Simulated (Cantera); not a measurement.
Equilibrium for silicon etching in halogen gases: Si + HCl

Charge: 1 mol Si, a varied amount of HCl, at 1625 K and 3.40 Pa.

Method: chemical equilibrium by Gibbs-energy minimisation in Cantera with the NASA 1993 tables (ideal gas, pure condensed phases). Candidate condensed phases: Si; 19 gas species. The tables' values for SiCl, SiCl3 are old estimates; treat these amounts as uncertain. The numbers say what is thermodynamically allowed, not how fast it happens.

At 2.1 mol HCl the condensed part is Si(s). From 3.3 mol HCl to 11 mol HCl nothing is condensed. The main Si-bearing gas is SiCl2 throughout.

| n(HCl) (mol) | x HCl | x H2 | x SiCl2 | x Cl | x H | x Si | x SiCl | x SiCl3 | n Si(s) |
|---|---|---|---|---|---|---|---|---|---|
| 2.1 | 0.207 | 0.387 | 0.387 | 0.00317 | 0.00753 | 0.00479 | 0.00254 | 0.000891 | 0.161 |
| 3.3 | 0.385 | 0.300 | 0.298 | 0.00670 | 0.00663 | 0.000823 | 0.000922 | 0.00145 | 0 |
| 4.6 | 0.549 | 0.219 | 0.213 | 0.0112 | 0.00566 | 0.000212 | 0.000396 | 0.00173 | 0 |
| 5.9 | 0.639 | 0.173 | 0.166 | 0.0146 | 0.00504 | 9.64e-5 | 0.000235 | 0.00176 | 0 |
| 7.1 | 0.692 | 0.146 | 0.137 | 0.0172 | 0.00463 | 5.75e-5 | 0.000165 | 0.00172 | 0 |
| 8.4 | 0.732 | 0.126 | 0.116 | 0.0196 | 0.00430 | 3.73e-5 | 0.000122 | 0.00165 | 0 |
| 9.6 | 0.759 | 0.112 | 0.101 | 0.0216 | 0.00406 | 2.70e-5 | 9.73e-5 | 0.00159 | 0 |
| 11 | 0.783 | 0.100 | 0.0881 | 0.0235 | 0.00383 | 1.97e-5 | 7.76e-5 | 0.00151 | 0 |
x: gas mole fraction; n: condensed amount in mol.
